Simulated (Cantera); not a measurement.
Input: 1 mol Ni, 0.52 mol NH3, 3.4 mol N2, held at 100 Torr.

These are equilibrium values from Cantera (NASA tables, ideal gas, pure condensed phases), not measurements of a reactor. Candidate condensed phases: Ni; 10 gas species. Rates play no part. All values below are at 1548 K.

Base state: N2 0.824, H2 0.176, H 3.53e-5 (mole fractions); condensed: Ni(s).

Task: What changes in the equilibrium state with this change: Ni replaced by Si?

Result: 
| species | before | after |
|---|---|---|
| N2 | 0.824 | 0.793 |
| H2 | 0.176 | 0.207 |
| H | 3.53e-5 | 3.83e-5 |
| Ni(s), mol | 1.000 | 0 |
| Si3N4(s), mol | 0 | 0.333 |
Further candidate phases: Si, Si3N4.
